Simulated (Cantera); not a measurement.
A perfectly stirred reactor is fed with C2H6 : N2 = 1 : 26 (molar parts), at 12.0 Pa; it is held at 1675 K, and followed from long to short residence time.

Computed with Cantera and GRI-Mech 3.0 (53 species, 325 reactions). GRI-Mech 3.0 stops at C3 and has no aromatics, soot or wall deposition, so with more carbon than oxygen in the feed, carbon stays in small species such as C2H2 where larger ones or solid carbon would form. Radical loss at walls, strong at low pressure, is not modelled.

```
quantity                  before     after
----------------------  --------  --------
x(C2H6) at τ = 0.950 s   0.00140   0.00388
x(H2) at τ = 0.950 s      0.0428    0.0326
x(CH3) at τ = 0.950 s    0.00550   0.00536
x(CH4) at τ = 0.950 s    0.00891    0.0102
x(CH2) at τ = 0.950 s    3.33e-5   1.60e-5
x(C2H6) at τ = 12.0 ms    0.0316    0.0359
x(H2) at τ = 12.0 ms     0.00106  0.000106
x(CH3) at τ = 12.0 ms    0.00722   0.00186
x(CH4) at τ = 12.0 ms   0.000304   5.66e-5
x(CH2) at τ = 12.0 ms    1.25e-5   8.99e-7
```

Name the change that produced these shifts.
(A) pressure from 12.0 Pa to 32.0 Pa
(B) temperature 1675 to 1550 K
(C) temperature 1675 to 1848 K
(D) pressure from 12.0 Pa to 101000 Pa

B, temperature 1675 to 1550 K
